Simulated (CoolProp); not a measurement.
R123 at 293.15 K and 0.0247 MPa flows at 0.46 m/s in a round tube of 12.7 mm bore and 0.25 µm roughness, fully developed (64/Re and Nu = 3.66 if laminar; Colebrook and Gnielinski if turbulent). Each further row changes one setting.

Computed with CoolProp (reference Helmholtz-energy equation of state, Younglove 1994). It is a modified Benedict-Webb-Rubin equation, recast in Helmholtz form.

| case | Reynolds number | Darcy friction factor | pressure drop (Pa/m) | heat-transfer coefficient (W/(m² K)) | mass flow (kg/h) |
|---|---|---|---|---|---|
| as stated | 864 | 0.0741 | 0.967 | 2.57 | 0.329 |
| velocity 0.92 m/s | 1730 | 0.0370 | 1.93 | 2.57 | 0.658 |
| diameter 25.4 mm | 1730 | 0.0370 | 0.242 | 1.28 | 1.32 |

Viscosity comes from a separate model (Tanaka 1996). Thermal conductivity comes from a separate model (Laesecke 1996).
